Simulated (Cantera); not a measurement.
**Stirred combustor or abatement burner**

A perfectly stirred reactor is fed with C3H8 : O2 : N2 : CO2 = 1 : 5.38 : 20.2 : 0.85 (molar parts), equivalence ratio 0.93, at 750 Torr; it is adiabatic with a 623 K inlet, and is followed from long to short residence time, starting on the burning branch (τ in s: 0.32, 0.1, 0.032, 0.01, 0.0032, 0.001, 0.00032, 0.0001, 3.2e-05).

Cantera simulation using GRI-Mech 3.0 (53 species, 325 reactions); the numbers are that mechanism's predictions, not measurements. GRI-Mech 3.0 was tuned for natural gas; its chemistry of propane as a main component is partial and can be far from experiment.

```json
[
 {"τ (s)": "0.32", "T (K)": "2315", "x C3H8": "3.97e-8", "x O2": "0.0175", "x CO2": "0.122", "x H": "0.000556", "x HCO": "7.67e-9", "x NO": "0.00351"},
 {"τ (s)": "0.10", "T (K)": "2309", "x C3H8": "1.23e-7", "x O2": "0.0184", "x CO2": "0.121", "x H": "0.000630", "x HCO": "2.22e-8", "x NO": "0.00254"},
 {"τ (s)": "0.032", "T (K)": "2290", "x C3H8": "3.62e-7", "x O2": "0.0199", "x CO2": "0.118", "x H": "0.000838", "x HCO": "6.86e-8", "x NO": "0.00149"},
 {"τ (s)": "0.010", "T (K)": "2245", "x C3H8": "1.02e-6", "x O2": "0.0225", "x CO2": "0.114", "x H": "0.00139", "x HCO": "2.26e-7", "x NO": "0.000722"},
 {"τ (s)": "0.0032", "T (K)": "2177", "x C3H8": "2.66e-6", "x O2": "0.0258", "x CO2": "0.107", "x H": "0.00253", "x HCO": "7.29e-7", "x NO": "0.000317"},
 {"τ (s)": "0.0010", "T (K)": "2091", "x C3H8": "7.05e-6", "x O2": "0.0296", "x CO2": "0.100", "x H": "0.00442", "x HCO": "2.36e-6", "x NO": "0.000140"},
 {"τ (s)": "0.00032", "T (K)": "2002", "x C3H8": "1.96e-5", "x O2": "0.0339", "x CO2": "0.0926", "x H": "0.00662", "x HCO": "7.29e-6", "x NO": "6.97e-5"},
 {"τ (s)": "0.00010", "T (K)": "1902", "x C3H8": "6.86e-5", "x O2": "0.0410", "x CO2": "0.0816", "x H": "0.00782", "x HCO": "2.34e-5", "x NO": "3.45e-5"},
 {"τ (s)": "3.2e-5", "T (K)": "623", "x C3H8": "0.0365", "x O2": "0.196", "x CO2": "0.0310", "x H": "<1e-12", "x HCO": "<1e-12", "x NO": "<1e-12"}
]
```
x: mole fraction; the columns are a selection and need not sum to one.
